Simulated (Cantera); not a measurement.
Input: 1 mol Cu, 1.6 mol F₂, 0.59 mol H₂, at 1077 °C and 10.0 mbar.

Equilibrium computed with Cantera from the NASA thermochemical tables; the gas is ideal and each condensed phase is pure. Candidate condensed phases: Cu, CuF₂; 15 gas species. Equilibrium is a limit: real reactors are often held back by kinetics, nucleation or transport.

Base state: HF 0.536, CuF₂ 0.453, F 0.0103, CuF 0.00120 (mole fractions); condensed: gas only.

### Question
What changes in the equilibrium state with this change: temperature from 1077 °C to 302 °C?

### Answer
```json
[
 {"species": "HF", "before": "0.536", "after": "0.992"},
 {"species": "F₂", "before": "6.28e-7", "after": "0.00837"},
 {"species": "F", "before": "0.0103", "after": "6.35e-5"},
 {"species": "CuF₂", "before": "0.453", "after": "<1e-9"},
 {"species": "CuF", "before": "0.00120", "after": "<1e-9"},
 {"species": "CuF₂(s), mol", "before": "0", "after": "1.00"}
]
```

### Question
What changes in the equilibrium state with this change: temperature from 1077 °C to 952 °C?

### Answer
```tsv
species	before	after
HF	0.536	0.820
CuF₂	0.453	0.167
F	0.0103	0.0139
CuF	0.00120	1.53e-5
CuF₂(l), mol	0	0.760
```
